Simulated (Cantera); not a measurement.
What does this Cantera script print?

```python
import numpy as np
import cantera as ct

gas = ct.Solution("gri30.yaml")
gas.TPX = 1298, 450000, {'CO': 0.03, 'O2': 0.011, 'H2O': 0.0064, 'N2': 0.12}
reactor = ct.IdealGasConstPressureReactor(gas, energy="off", clone=False)
net = ct.ReactorNet([reactor])
net.rtol, net.atol = 1e-08, 1e-18
show = ['CO', 'O2', 'H2O', 'H2O2', 'CO2', 'NO']
times = np.geomspace(2e-06, 20, 15)

steps = ct.SolutionArray(gas, extra=["t"])
rows = []
print(f"{'t/s':>10s}{'T/K':>9s}{'P/Pa':>11s}" + "".join(f"{s:>11s}" for s in show))
for t in times:
    while net.time < t:
        t_next = net.step()
        steps.append(gas.state, t=t_next)
    rows.append([np.interp(t, steps.t, y) for y in (steps.T, steps.P, *steps(*show).X.T)])
    print(f"{t:10.3e}{rows[-1][0]:9.1f}{rows[-1][1]:11.4g}" + "".join(f"{x:11.3e}" for x in rows[-1][2:]))
rate = np.gradient(steps.T, steps.t)
print("integrator steps:", len(steps.t))
if steps.T.max() > steps.T[0] + 200:
    print(f"time of steepest temperature rise: {steps.t[rate.argmax()]:.4e} s")
gas.TPX = 1298, 450000, {'CO': 0.03, 'O2': 0.011, 'H2O': 0.0064, 'N2': 0.12}
gas.equilibrate("TP")
print(f"equilibrium (TP): T = {gas.T:.1f} K  " + "  ".join(f"{s} {gas[s].X[0]:.3e}" for s in show))
```

It prints:

```
       t/s      T/K       P/Pa         CO         O2        H2O       H2O2        CO2         NO
 2.000e-06   1298.0    4.5e+05  1.792e-01  6.571e-02  3.823e-02  5.671e-14  2.453e-08  2.222e-17
 6.325e-06   1298.0    4.5e+05  1.792e-01  6.571e-02  3.823e-02  3.300e-12  1.103e-07  2.502e-16
 2.000e-05   1298.0    4.5e+05  1.792e-01  6.571e-02  3.823e-02  1.616e-10  1.098e-06  4.378e-15
 6.325e-05   1298.0    4.5e+05  1.791e-01  6.564e-02  3.822e-02  1.320e-07  1.082e-04  8.975e-12
 2.000e-04   1298.0    4.5e+05  1.347e-01  4.304e-02  3.751e-02  2.686e-06  4.855e-02  7.146e-07
 6.325e-04   1298.0    4.5e+05  4.906e-02  7.565e-04  3.717e-02  2.319e-07  1.425e-01  3.672e-06
 2.000e-03   1298.0    4.5e+05  4.562e-02  4.447e-06  3.537e-02  2.473e-09  1.462e-01  3.709e-06
 6.325e-03   1298.0    4.5e+05  4.534e-02  3.775e-07  3.510e-02  1.246e-10  1.465e-01  3.510e-06
 2.000e-02   1298.0    4.5e+05  4.523e-02  5.425e-08  3.499e-02  8.008e-12  1.466e-01  3.045e-06
 6.325e-02   1298.0    4.5e+05  4.517e-02  1.020e-08  3.494e-02  5.955e-13  1.466e-01  2.433e-06
 2.000e-01   1298.0    4.5e+05  4.513e-02  2.125e-09  3.490e-02  5.665e-14  1.467e-01  1.868e-06
 6.325e-01   1298.0    4.5e+05  4.511e-02  3.985e-10  3.488e-02  7.009e-15  1.467e-01  1.383e-06
 2.000e+00   1298.0    4.5e+05  4.509e-02  4.670e-11  3.486e-02  1.512e-15  1.467e-01  9.397e-07
 6.325e+00   1298.0    4.5e+05  4.507e-02  6.152e-13  3.484e-02  9.741e-16  1.468e-01  4.298e-07
 2.000e+01   1298.0    4.5e+05  4.505e-02  5.174e-14  3.482e-02  9.070e-16  1.468e-01  4.790e-08
integrator steps: 2486
equilibrium (TP): T = 1298.0 K  CO 4.506e-02  O2 5.159e-14  H2O 3.483e-02  H2O2 9.062e-16  CO2 1.468e-01  NO 1.921e-10
```

Model: GRI-Mech 3.0 (53 species, 325 reactions), integrated in Cantera. The temperature is held fixed by assumption; the heat of reaction is taken as removed at once.
